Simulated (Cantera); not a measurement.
Source: NASA polynomial tables (part measured, part estimated), evaluated in Cantera. Values are per mole of reaction as written; species without (g) are pure solids or liquids, kept so even where they would boil at 1 bar.

Q: Between 1500 and 1750 K, where is each reaction favourable under standard conditions?
- PbS(g) + 3 F2(g) → SF4(g) + PbF2
- N2(g) + 3 PbF2 → 3 Pb + 2 NF3(g)

A: 
- PbS(g) + 3 F2(g) → SF4(g) + PbF2: ΔG° is -963 kJ at 1500 K and -876 kJ at 1750 K; it stays negative (K > 1). ΔH° is -1475 kJ and ΔS° -343 J/K at 1750 K.
- N2(g) + 3 PbF2 → 3 Pb + 2 NF3(g): ΔG° is 1586 kJ at 1500 K and 1582 kJ at 1750 K; it stays positive (K < 1). ΔH° is 1596 kJ and ΔS° 8 J/K at 1750 K.
